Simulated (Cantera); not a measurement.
## Premixed flame

A freely propagating, adiabatic, planar premixed flame of H₂ : O₂ : N₂ = 1 : 0.61 : 2.29 (molar parts), equivalence ratio 0.82, unburnt at 575 K and 7.11 atm; mixture-averaged transport, grid criteria slope 0.08 and curve 0.16, no radiation.

Detailed kinetics in Cantera: the H2/O2 subset of GRI-Mech 3.0, which has no nitrogen chemistry. The hydrogen kinetics of GRI-Mech 3.0 are dated; newer H2 mechanisms differ, most at raised pressure. Burning velocities carry a grid error of a few per cent, more on coarse grids.

```
z (mm)    T (K)  u (m/s)     x H₂    x O₂      x OH     x HO₂       x H       x O
--------  -----  -------  -------  ------  --------  --------  --------  --------
-0.111      575     4.22    0.256   0.156     <1e-8     <1e-8     <1e-8     <1e-8
-0.0742     575     4.21    0.256   0.157     <1e-8   5.05e-8     <1e-8     <1e-8
-0.0557     575     4.21    0.255   0.157     <1e-8   4.13e-7     <1e-8     <1e-8
-0.0371     579     4.21    0.249   0.158     <1e-8   8.50e-6     <1e-8   1.12e-7
-0.0186     661     4.64    0.217   0.161   3.77e-5  0.000613   2.85e-5   1.18e-5
-0.00928    966     6.55    0.167   0.151  0.000898   0.00102   0.00150  0.000329
0          1405     9.30    0.102   0.116   0.00335  0.000530   0.00828   0.00258
0.00928    1722     11.3   0.0528  0.0765   0.00830  0.000268    0.0140   0.00565
0.0186     1904     12.5   0.0302  0.0550    0.0125  0.000148    0.0137   0.00689
0.0371     2084     13.6   0.0180  0.0428    0.0151   7.29e-5   0.00891   0.00596
0.0742     2229     14.4   0.0114  0.0383    0.0138   3.51e-5   0.00404   0.00357
0.148      2324     14.9  0.00623  0.0362    0.0108   1.69e-5   0.00145   0.00178
0.297      2371     15.2  0.00322  0.0354   0.00818   9.94e-6  0.000527  0.000920
```
x: mole fraction of selected species; z is measured from the peak of heat release.

| Item | Result |
|---|---|
| laminar burning velocity | 422 cm/s |
| thermal thickness | 0.0371 mm |
| peak x(OH) | 0.0151 |
| peak x(HO₂) | 0.00113 |
| peak x(H) | 0.0144 |
| peak x(O) | 0.00694 |
